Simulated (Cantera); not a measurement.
Input: 1 mol BF3, 0.67 mol NH3, at 1248 K and 0.200 bar.

Cantera equilibrium calculation (NASA polynomials, part measured and part estimated; ideal gas, pure solids and liquids). Candidate condensed phases: B, BN; 31 gas species. The tables' values for BF2 are old estimates; treat these amounts as uncertain. Rates play no part.

Base state: BF3 0.418, H2 0.417, N2 0.139, HF 0.0251, BHF2 0.000734, BF2 1.63e-5 (mole fractions); condensed: BN(s).

**Question.** What changes in the equilibrium state with this change: temperature from 1248 K to 1498.15 K?

**Answer.** 
```
species       before     after
----------  --------  --------
BF3            0.418     0.412
H2             0.417     0.410
N2             0.139     0.138
HF            0.0251    0.0350
BF2          1.63e-5  0.000869
H            6.74e-7   2.46e-5
BHF2        0.000734   0.00366
BN(s), mol    0.0190    0.0237
```

**Question.** What changes in the equilibrium state with this change: BF3 replaced by B2H6?

**Answer.** 
```csv
species,before,after
H2,0.417,1.000
BF3,0.418,0
N2,0.139,<1e-9
HF,0.0251,0
BHF2,0.000734,0
BF2,1.63e-5,0
"BN(s), mol",0.0190,0.670
"B(s), mol",0,1.33
```
The feed counts by its element totals alone. Mutual solubility and eutectic melting of coexisting phases are not modelled.
